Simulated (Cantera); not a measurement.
What does this Cantera script print?

```python
import numpy as np
import cantera as ct

gas = ct.Solution("gri30.yaml")


def delay(T, t_max=10):
    gas.TPX = T, 101325, {'CH4': 1, 'H2': 0.43, 'O2': 1.05, 'N2': 3.97}
    reactor = ct.IdealGasConstPressureReactor(gas, clone=False)
    net = ct.ReactorNet([reactor])
    net.rtol, net.atol = 1e-8, 1e-16
    while net.time < t_max:
        t_old, T_old = net.time, reactor.T
        net.step()
        if reactor.T > T + 400:  # ignition: a rise of 400 K
            return t_old + (T + 400 - T_old) / (reactor.T - T_old) * (net.time - t_old)
    return np.nan


taus = []
for T in [1048, 1148, 1248, 1348, 1448, 1548, 1648]:
    taus.append(delay(T))
    print(f"T0 = {T:6g} K   tau = {taus[-1]:.4e} s")
```

It prints:

```
T0 =   1048 K   tau = 2.1511e-02 s
T0 =   1148 K   tau = 8.0984e-03 s
T0 =   1248 K   tau = 3.1884e-03 s
T0 =   1348 K   tau = 1.3216e-03 s
T0 =   1448 K   tau = 5.8852e-04 s
T0 =   1548 K   tau = 2.8673e-04 s
T0 =   1648 K   tau = 1.5296e-04 s
```

Cantera simulation using GRI-Mech 3.0 (53 species, 325 reactions); the numbers are that mechanism's predictions, not measurements.
